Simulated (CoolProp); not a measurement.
The fluid at 418.9 K and 4.54 MPa flows at 2.7 m/s in a round tube of 50 mm bore and 1.5 µm roughness, fully developed (64/Re and Nu = 3.66 if laminar; Colebrook and Gnielinski if turbulent). The same conditions are run with several fluids, on thermodynamics alone (safety and materials aside).

Values from CoolProp's reference Helmholtz-energy equation of state of each fluid (R245fa: Akasaka 2015; n-heptane: Span 2003; methanol: de Reuck 1993; o-xylene: Zhou 2012; n-pentane: Thol 2019).

| fluid | Reynolds number | Darcy friction factor | pressure drop (Pa/m) | heat-transfer coefficient (W/(m² K)) | mass flow (kg/h) |
|---|---|---|---|---|---|
| R245fa | [?] | 0.0120 | [?] | 4390 | 17100 |
| n-heptane | 526000 | 0.0135 | 567 | 3850 | 11000 |
| methanol | 599000 | 0.0132 | 636 | 6900 | 12600 |
| o-xylene | [?] | [?] | 793 | 3760 | 14800 |
| n-pentane | 1130000 | 0.0121 | 430 | [?] | 9310 |

Task: Some entries are withheld; supply them.

Result: 
- R245fa, Reynolds number: 1190000
- R245fa, pressure drop (Pa/m): 783
- o-xylene, Reynolds number: 407000
- o-xylene, Darcy friction factor: 0.0140
- n-pentane, heat-transfer coefficient (W/(m² K)): 4490

Transport values come from each fluid's own correlations; those of R245fa, n-pentane are estimates that may be off by 10 % or more.
